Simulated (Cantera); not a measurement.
A perfectly stirred reactor is fed with CH4 : H2 = 0.019 : 1 (molar parts), at 82.5 Torr; it is held at 1250 K, and followed from long to short residence time.

Model: GRI-Mech 3.0 (53 species, 325 reactions), integrated in Cantera. GRI-Mech 3.0 stops at C3 and has no aromatics, soot or wall deposition, so with more carbon than oxygen in the feed, carbon stays in small species such as C2H2 where larger ones or solid carbon would form.

### Question
What does this change do: temperature 1250 to 2500 K?

### Answer
```csv
quantity,before,after
x(CH4) at τ = 2.70 s,0.0186,1.94e-5
x(H2) at τ = 2.70 s,0.981,0.918
x(C2H6) at τ = 2.70 s,8.81e-8,1.31e-11
x(H) at τ = 2.70 s,1.24e-6,0.0728
x(C2H) at τ = 2.70 s,<1e-12,4.96e-5
x(CH4) at τ = 18.0 ms,0.0186,0.000388
x(H2) at τ = 18.0 ms,0.981,0.942
x(C2H6) at τ = 18.0 ms,2.56e-11,3.68e-9
x(H) at τ = 18.0 ms,6.54e-8,0.0489
x(C2H) at τ = 18.0 ms,<1e-12,3.16e-5
```
